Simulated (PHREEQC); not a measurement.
Dissolve 0.52 mol/kgw KHCO3, 5e-05 mol/kgw Na2B4O7 and 0.0015 mol/kgw LiCl at 30 °C. Closed to the air; pH follows from the charge balance.

Computed with PHREEQC (ion-association model, wateq4f.dat).

The pH comes out as 7.96 and the ionic strength is 0.529 mol/kgw. The activity of water is 0.982 and the total alkalinity is 520 meq/kg.

```
species  molality  activity   log γ
-------  --------  --------  ------
K+          0.520     0.331  -0.196
HCO3-       0.505     0.347  -0.163
CO3-2     0.00735   0.00164  -0.653
CO2       0.00728   0.00822   0.053
Cl-       0.00150  0.000956  -0.196
Li+       0.00150   0.00105  -0.154
H3BO3    0.000180  0.000203   0.053
```

Precipitation was switched off in this run.
